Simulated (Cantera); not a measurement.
# Premixed flame

A freely propagating, adiabatic, planar premixed flame of H2 : O2 : N2 = 1 : 0.962 : 3.27 (molar parts), equivalence ratio 0.52, unburnt at 400 K and 0.390 bar; multicomponent+Soret transport, grid criteria slope 0.08 and curve 0.16, no radiation.

Computed with Cantera and the H2/O2 subset of GRI-Mech 3.0, which has no nitrogen chemistry. Burning velocities carry a grid error of a few per cent, more on coarse grids. Lean hydrogen flames are cellular in practice and burn faster than this planar one.

```
z (mm)  T (K)  u (m/s)      x H2    x O2   x H2O2    x H2O     x HO2       x O
------  -----  -------  --------  ------  -------  -------  --------  --------
-3.47     400     1.41     0.191   0.184    <1e-8    <1e-8     <1e-8     <1e-8
-2.31     400     1.41     0.191   0.184    <1e-8  2.93e-7     <1e-8     <1e-8
-1.73     400     1.41     0.189   0.184  1.31e-8  2.37e-6   7.99e-8     <1e-8
-1.16     401     1.40     0.183   0.186  3.64e-7  5.00e-5   2.19e-6   3.32e-8
-0.578    466     1.57     0.145   0.192  3.09e-5  0.00535  0.000194   6.80e-6
-0.289    740     2.44     0.107   0.183  2.63e-5   0.0368  0.000130  0.000261
0        1078     3.51    0.0577   0.152  5.01e-6   0.0987   6.20e-5   0.00316
0.289    1312     4.26    0.0225   0.119  3.33e-6    0.153   3.79e-5   0.00767
0.578    1443     4.68    0.0109   0.106  2.04e-6    0.174   2.78e-5   0.00912
1.16     1574     5.09   0.00675   0.101  1.00e-6    0.185   1.96e-5   0.00764
2.31     1682     5.41   0.00429  0.0996  4.94e-7    0.193   1.26e-5   0.00480
4.63     1754     5.62   0.00211  0.0995  2.59e-7    0.199   6.74e-6   0.00232
9.25     1792     5.72  0.000804  0.1000  1.36e-7    0.203   2.97e-6  0.000879
```
x: mole fraction of selected species; z is measured from the peak of heat release.

| Property | Result |
|---|---|
| laminar burning velocity | 141 cm/s |
| thermal thickness | 1.16 mm |
| peak x(H2O2) | 3.92e-5 |
| peak x(HO2) | 0.000218 |
| peak x(O) | 0.00912 |
| grid points | 111 |
